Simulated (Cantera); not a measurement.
An isothermal, constant-pressure homogeneous reactor starts with H2 : O2 : H2O = 0.018 : 1 : 0.061 (molar parts), at 1350 K and 0.00257 atm.

Detailed kinetics in Cantera: the H2/O2 subset of GRI-Mech 3.0, which has no nitrogen chemistry. Radical loss at walls, strong at low pressure, is not modelled.

x: mole fraction; the columns are a selection and need not sum to one.

| t (s) | x H2 | x O2 | x H2O2 | x H | x OH | x H2O |
|---|---|---|---|---|---|---|
| 0.000300 | 0.0167 | 0.927 | 2.10e-12 | 4.67e-9 | 6.82e-9 | 0.0565 |
| 0.000625 | 0.0167 | 0.927 | 8.99e-12 | 7.33e-9 | 1.98e-8 | 0.0565 |
| 0.00130 | 0.0167 | 0.927 | 3.78e-11 | [?] | [?] | 0.0565 |
| 0.00271 | 0.0167 | 0.927 | 1.54e-10 | [?] | [?] | 0.0565 |
| 0.00565 | 0.0167 | 0.927 | 5.92e-10 | 8.16e-7 | 4.22e-6 | 0.0565 |
| 0.0118 | 0.0151 | 0.925 | 2.23e-9 | 0.000163 | 0.000794 | 0.0576 |
| 0.0245 | 0.000486 | 0.912 | 1.44e-8 | 0.00150 | 0.00385 | 0.0701 |
| 0.0510 | 0.000441 | 0.912 | 1.42e-8 | 0.00147 | 0.00380 | 0.0702 |
| 0.106 | 0.000429 | 0.913 | 1.41e-8 | 0.00140 | 0.00375 | 0.0702 |
| 0.221 | 0.000405 | 0.913 | 1.38e-8 | 0.00129 | 0.00364 | 0.0704 |
| 0.461 | 0.000360 | 0.915 | 1.33e-8 | 0.00108 | 0.00344 | 0.0707 |
| 0.960 | 0.000288 | 0.917 | 1.23e-8 | 0.000764 | 0.00308 | 0.0712 |
| 2.00 | 0.000191 | 0.920 | 1.05e-8 | 0.000410 | 0.00251 | 0.0719 |

Q: What belongs in the gaps?

A: 
- 0.00130, x H: 1.54e-8
- 0.00130, x OH: 6.18e-8
- 0.00271, x H: 5.91e-8
- 0.00271, x OH: 2.90e-7
